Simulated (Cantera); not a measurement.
Charge: 1 mol Si, 0.99 mol HCl, 12 mol H₂, held at 1075 K and 0.670 bar.

These are equilibrium values from Cantera (NASA tables, ideal gas, pure condensed phases), not measurements of a reactor. Candidate condensed phases: Si; 19 gas species. The tables' values for SiCl₃ are old estimates; treat these amounts as uncertain. The numbers say what is thermodynamically allowed, not how fast it happens.

Base state: H₂ 0.968, HCl 0.0130, SiCl₄ 0.00897, SiHCl₃ 0.00830, SiH₂Cl₂ 0.000899, SiCl₃ 0.000439, SiCl₂ 0.000341, SiH₃Cl 2.56e-5 (mole fractions); condensed: Si(s).

Q: What changes in the equilibrium state with this change: temperature from 1075 K to 1600 K?

A: 
```
species       before     after
----------  --------  --------
H₂             0.968     0.936
HCl           0.0130    0.0527
SiCl₂       0.000341    0.0102
H            1.76e-8   6.43e-5
SiCl₄        0.00897   9.30e-5
SiHCl₃       0.00830  0.000239
SiH₂Cl₂     0.000899  0.000102
Si(s), mol     0.758     0.853
```

Q: What changes in the equilibrium state with this change: H₂ from 12 to 2.5 mol?

A: 
```json
[
 {"species": "H₂", "before": "0.968", "after": "0.900"},
 {"species": "SiCl₄", "before": "0.00897", "after": "0.0481"},
 {"species": "SiHCl₃", "before": "0.00830", "after": "0.0282"},
 {"species": "HCl", "before": "0.0130", "after": "0.0191"},
 {"species": "SiCl₃", "before": "0.000439", "after": "0.00155"},
 {"species": "SiCl₂", "before": "0.000341", "after": "0.000789"},
 {"species": "SiH₂Cl₂", "before": "0.000899", "after": "0.00194"},
 {"species": "Si(s), mol", "before": "0.758", "after": "0.739"}
]
```
